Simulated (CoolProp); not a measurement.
Propylene along the isotherm 121.15 °C: Z from the reference equation and from simpler models built on Tc = 91.1 °C, pc = 4.555 MPa, ω = 0.146; each cubic takes its own stable root.

Values from CoolProp's reference Helmholtz-energy equation of state, Lemmon 2013.

```tsv
p (MPa)	phase	reference
0.0216	gas	0.9987
0.0444	gas	0.9974
0.0911	gas	0.9946
0.187	gas	0.9889
0.384	gas	0.9772
0.789	gas	0.9524
1.62	gas	0.8994
3.33	gas	0.7772
6.83	supercritical	0.4248
```

Question: How far does each simpler model (van der Waals, Redlich-Kwong, Soave-Redlich-Kwong, Peng-Robinson) lie from the reference over these 9 states: mean and median of the absolute difference, and the worst?

Answer: 
- van der Waals: mean 0.5 %, median 0.2 %, worst -2.2 % at 121.15 °C and 6.83 MPa
- Redlich-Kwong: mean 0.3 %, median 0.0 %, worst +1.9 % at 121.15 °C and 6.83 MPa
- Soave-Redlich-Kwong: mean 1.2 %, median 0.0 %, worst +9.8 % at 121.15 °C and 6.83 MPa
- Peng-Robinson: mean 0.8 %, median 0.3 %, worst +2.9 % at 121.15 °C and 6.83 MPa
